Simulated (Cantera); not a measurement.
A Cantera script and what it prints.

```python
import numpy as np
import cantera as ct

gas_names = [...]  # 71 gases of nasa_gas.yaml made of F, H, O, S
cond_names = """
    H2O(s) H2O(L) H2SO4(L) S(cr1) S(cr2) S(L)
""".split()


# ... load() reads the species with a 1 bar reference pressure and builds the phases ...
atoms = {
    'HF': {'H': 1, 'F': 1},
    'SO2': {'S': 1, 'O': 2},
    'O2': {'O': 2},
}
top_T = {}  # K; cautious upper limits of use, not melting points


# ... equilibrate(T, P, feed) seeds the gas with the atoms and calls Mixture.equilibrate('TP', solver="vcs", rtol=1e-11, max_steps=5000) ...
results = []
feed = {'HF': 1, 'SO2': 0.016, 'O2': 4.1}  # mol
P = 290000  # Pa
for T in [2000, 2250, 2500, 2750, 3000, 3250, 3500, 3750, 4000, 4250, 4500, 4750, 5000]:
    mix = equilibrate(T, P, feed)
    results.append((T, P, feed, dict(zip(mix.species_names, mix.species_moles))))
    x = sorted(zip(gas.X, gas.species_names), reverse=True)
    print(f"T = {T:g} K  P = {P:g} Pa  gas = {mix.phase_moles(0):.4g} mol")
    print("   x: " + "  ".join(f"{s} {v:.3e}" for v, s in x if v > 0.0001))
    print("   condensed (mol): " + ("  ".join(f"{mix.phase(i).name} {mix.phase_moles(i):.4g}"
          for i in range(1, mix.n_phases) if mix.phase_moles(i) > 1e-12) or "none"))
```

Output:

```
T = 2000 K  P = 290000 Pa  gas = 5.117 mol
   x: O2 8.009e-01  HF 1.950e-01  SO2 3.100e-03  F 4.280e-04  O 3.516e-04  H2O 1.690e-04
   condensed (mol): none
T = 2250 K  P = 290000 Pa  gas = 5.123 mol
   x: O2 7.989e-01  HF 1.939e-01  SO2 3.107e-03  O 1.937e-03  F 1.294e-03  H2O 4.317e-04  OH 4.267e-04
   condensed (mol): none
T = 2500 K  P = 290000 Pa  gas = 5.142 mol
   x: O2 7.925e-01  HF 1.913e-01  O 7.575e-03  F 3.203e-03  SO2 3.092e-03  OH 1.437e-03  H2O 8.654e-04
   condensed (mol): none
T = 2750 K  P = 290000 Pa  gas = 5.19 mol
   x: O2 7.759e-01  HF 1.858e-01  O 2.299e-02  F 6.815e-03  OH 3.742e-03  SO2 3.035e-03  H2O 1.435e-03  H 1.662e-04
   condensed (mol): none
T = 3000 K  P = 290000 Pa  gas = 5.298 mol
   x: O2 7.403e-01  HF 1.759e-01  O 5.720e-02  F 1.283e-02  OH 7.923e-03  SO2 2.892e-03  H2O 2.024e-03  H 7.296e-04  SO 1.233e-04
   condensed (mol): none
T = 3250 K  P = 290000 Pa  gas = 5.509 mol
   x: O2 6.758e-01  HF 1.598e-01  O 1.207e-01  F 2.171e-02  OH 1.401e-02  SO2 2.601e-03  H 2.460e-03  H2O 2.447e-03  SO 2.943e-04  H2 1.704e-04
   condensed (mol): none
T = 3500 K  P = 290000 Pa  gas = 5.873 mol
   x: O2 5.767e-01  O 2.199e-01  HF 1.369e-01  F 3.332e-02  OH 2.089e-02  H 6.659e-03  H2O 2.513e-03  SO2 2.116e-03  SO 5.765e-04  H2 3.687e-04
   condensed (mol): none
T = 3750 K  P = 290000 Pa  gas = 6.435 mol
   x: O2 4.487e-01  O 3.495e-01  HF 1.087e-01  F 4.667e-02  OH 2.624e-02  H 1.486e-02  H2O 2.150e-03  SO2 1.474e-03  SO 9.109e-04  H2 6.374e-04
   condensed (mol): none
T = 4000 K  P = 290000 Pa  gas = 7.188 mol
   x: O 4.885e-01  O2 3.124e-01  HF 7.888e-02  F 6.017e-02  H 2.782e-02  OH 2.761e-02  H2O 1.500e-03  SO 1.132e-03  H2 8.834e-04  SO2 8.327e-04  S 2.550e-04
   condensed (mol): none
T = 4250 K  P = 290000 Pa  gas = 8.031 mol
   x: O 6.082e-01  O2 1.948e-01  F 7.231e-02  HF 5.214e-02  H 4.425e-02  OH 2.444e-02  SO 1.098e-03  H2 9.847e-04  H2O 8.450e-04  S 5.137e-04  SO2 3.724e-04
   condensed (mol): none
T = 4500 K  P = 290000 Pa  gas = 8.795 mol
   x: O 6.916e-01  O2 1.121e-01  F 8.205e-02  H 6.085e-02  HF 3.160e-02  OH 1.865e-02  H2 8.980e-04  SO 8.539e-04  S 8.192e-04  H2O 3.930e-04  SO2 1.362e-04
   condensed (mol): none
T = 4750 K  P = 290000 Pa  gas = 9.36 mol
   x: O 7.410e-01  F 8.887e-02  H 7.434e-02  O2 6.235e-02  HF 1.792e-02  OH 1.284e-02  S 1.087e-03  H2 6.977e-04  SO 5.688e-04  H2O 1.596e-04
   condensed (mol): none
T = 5000 K  P = 290000 Pa  gas = 9.722 mol
   x: O 7.681e-01  F 9.300e-02  H 8.355e-02  O2 3.489e-02  HF 9.821e-03  OH 8.382e-03  S 1.274e-03  H2 4.894e-04  SO 3.491e-04
   condensed (mol): none
```

These are equilibrium values from Cantera (NASA tables, ideal gas, pure condensed phases), not measurements of a reactor.
